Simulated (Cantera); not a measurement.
An adiabatic, constant-pressure homogeneous reactor starts with CO : H2 : CH4 : O2 : N2 = 1 : 0.28 : 0.082 : 1.09 : 4.09 (molar parts), at 1775 K and 1.01 bar.

Detailed kinetics in Cantera: GRI-Mech 3.0 (53 species, 325 reactions).

One state of this run: T (K) = 2091; x CO = 0.0997; x H2 = 0.00787; x CH4 = <1e-12; x C2H4 = <1e-12; x HCO = 2.06e-7; x NO = 1.79e-5; x NO2 = 3.60e-9. x: mole fraction; the columns are a selection and need not sum to one.

Question: Which value of t (s) does it belong to?
(A) 0.0830
(B) 1.00e-6
(C) 2.99e-5
(D) 9.28e-5

Answer: C, 2.99e-5
